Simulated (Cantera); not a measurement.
A perfectly stirred reactor is fed with 11.8 % CH4, 88.2 % H2, at 101000 Pa; it is held at 1725 K, and followed from long to short residence time.

Detailed kinetics in Cantera: GRI-Mech 3.0 (53 species, 325 reactions). GRI-Mech 3.0 stops at C3 and has no aromatics, soot or wall deposition, so with more carbon than oxygen in the feed, carbon stays in small species such as C2H2 where larger ones or solid carbon would form.

x: mole fraction; the columns are a selection and need not sum to one.

```tsv
τ (s)	x CH4	x H2	x C2H2	x CH2	x C2H6	x C2H	x C2H4
0.48	0.0321	0.929	0.0369	2.37e-8	5.55e-6	(withheld)	0.00142
0.24	0.0400	0.925	0.0334	2.86e-8	7.81e-6	(withheld)	0.00131
0.12	0.0506	0.919	0.0288	3.49e-8	1.16e-5	(withheld)	0.00118
0.064	0.0622	0.913	0.0237	4.15e-8	1.67e-5	(withheld)	0.00104
0.033	0.0755	0.905	0.0179	4.86e-8	2.36e-5	(withheld)	0.000899
0.017	0.0882	0.898	0.0123	5.50e-8	3.13e-5	(withheld)	0.000774
0.0086	0.0990	0.892	0.00750	6.01e-8	3.86e-5	(withheld)	0.000671
0.0044	0.107	0.888	0.00415	6.31e-8	4.38e-5	(withheld)	0.000586
0.0022	0.112	0.885	0.00201	6.41e-8	4.66e-5	(withheld)	0.000500
0.0012	0.114	0.884	0.000953	6.30e-8	4.67e-5	1.00e-9	0.000412
0.00059	0.116	0.883	0.000332	5.88e-8	4.38e-5	3.34e-10	0.000289
```

What belongs in the gaps?


- 0.48, x C2H: 4.34e-8
- 0.24, x C2H: 3.90e-8
- 0.12, x C2H: 3.31e-8
- 0.064, x C2H: 2.69e-8
- 0.033, x C2H: 2.01e-8
- 0.017, x C2H: 1.36e-8
- 0.0086, x C2H: 8.23e-9
- 0.0044, x C2H: 4.52e-9
- 0.0022, x C2H: 2.16e-9
